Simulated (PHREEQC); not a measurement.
Make-up at 25 °C: 1.9 mmol/kgw LiOH and 0.032 mmol/kgw K2CO3. Closed to the air; pH follows from the charge balance.

Model: ion-association model, phreeqc.dat, run in PHREEQC.

```json
[
 {"quantity": "CO3-2 (mol/kgw)", "before": "2.90e-5", "after": "1.53e-6"},
 {"quantity": "HCO3- (mol/kgw)", "before": "2.99e-6", "after": "1.67e-6"}
]
```

Task: Name the change that produced these shifts.
A) LiOH left out
B) diluted 2-fold with water
C) K2CO3 from 3.2e-05 to 6.4e-06 mol/kgw
D) temperature from 25 to 90 °C
E) diluted 10-fold with water

Result: E, diluted 10-fold with water

Precipitation was switched off in this run.
